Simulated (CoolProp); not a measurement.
Model: reference Helmholtz-energy equation of state, Thol 2015, in CoolProp.

**Question.** For octamethylcyclotetrasiloxane (D4), give the phase and the density (kg/m³), cv (kJ/(kg K)), speed of sound (m/s), expansivity (1/kK) at 254.15 °C and 2010 kPa; 332.55 °C and 2010 kPa.

**Answer.** 
- 254.15 °C and 2010 kPa: liquid; density 658, cv 1.89, speed of sound 299, expansivity 2.71
- 332.55 °C and 2010 kPa: supercritical; density 408, cv 2.07, speed of sound 79.4, expansivity 19.1
